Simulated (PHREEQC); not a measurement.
A solution holds 1.5 mmol/kgw NaBF4, 1.7 mmol/kgw Na2S and 150 mmol/kgw NH4BF4, at 25 °C. Closed to the air; pH follows from the charge balance.

Equilibrium calculation in PHREEQC: ion-association model, wateq4f.dat.

```tsv
quantity	before	after
pH	2.92	3.07
ionic strength (mol/kgw)	0.156	0.160
BF4- (mol/kgw)	0.142	0.141
HF (mol/kgw)	0.00718	0.00656
BF3OH- (mol/kgw)	0.00699	0.00760
F- (mol/kgw)	0.00570	0.00740
```

Problem. What was changed between the two runs?
(A) 0.002 mol/kgw (NH4)2HPO4 added
(B) temperature from 25 to 90 °C
(C) NaBF4 from 0.0015 to 0.0075 mol/kgw
(D) NaBF4 from 0.0015 to 0.00225 mol/kgw
(E) diluted 10-fold with water

Solution. A, 0.002 mol/kgw (NH4)2HPO4 added

This is a speciation only: nothing precipitates in the calculation. H3PO4, which wateq4f.dat lacks, is added to it with the constant of phreeqc.dat. Real BF4- forms and hydrolyses slowly; the run takes it at equilibrium.
